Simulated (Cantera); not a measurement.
Thermodynamics of carbon deposition, reforming and gasification, feed n-butane + H2 + N2

Charge: 1 mol n-butane, 13 mol H2, 7 mol N2, at 100000 Pa.

These are equilibrium values from Cantera (NASA tables, ideal gas, pure condensed phases), not measurements of a reactor. Candidate condensed phases: C, C6H6, C7H8, C8H18; 92 gas species. Rates play no part.

From 402 °C to 552 °C nothing is condensed. From 627 °C to 1302 °C the condensed part is C(graphite). The main C-bearing gas is CH4 throughout.

```
T (°C)   x H2   x N2     x CH4     x NH3     x HCN       x H  n C(graphite)
------  -----  -----  --------  --------  --------  --------  -------------
402     0.474  0.333     0.191   0.00246  5.21e-11    <1e-12              0
477     0.475  0.333     0.191  0.000966   2.58e-9    <1e-12              0
552     0.476  0.333     0.191  0.000443   6.39e-8  5.47e-12              0
627     0.584  0.310     0.106  0.000301   3.71e-7  8.93e-11           1.60
702     0.652  0.295    0.0533  0.000197   1.51e-6  9.23e-10           2.73
777     0.685  0.288    0.0269  0.000129   4.94e-6   6.72e-9           3.35
852     0.702  0.284    0.0142   8.69e-5   1.37e-5   3.72e-8           3.65
927     0.710  0.282   0.00796   6.07e-5   3.34e-5   1.66e-7           3.80
1002    0.714  0.281   0.00472   4.39e-5   7.30e-5   6.23e-7           3.88
1077    0.716  0.281   0.00296   3.28e-5  0.000146   2.02e-6           3.92
1152    0.717  0.280   0.00194   2.53e-5  0.000272   5.78e-6           3.94
1227    0.718  0.280   0.00132   1.99e-5  0.000474   1.49e-5           3.95
1302    0.718  0.280  0.000938   1.61e-5  0.000784   3.52e-5           3.96
```
x: gas mole fraction; n: condensed amount in mol.
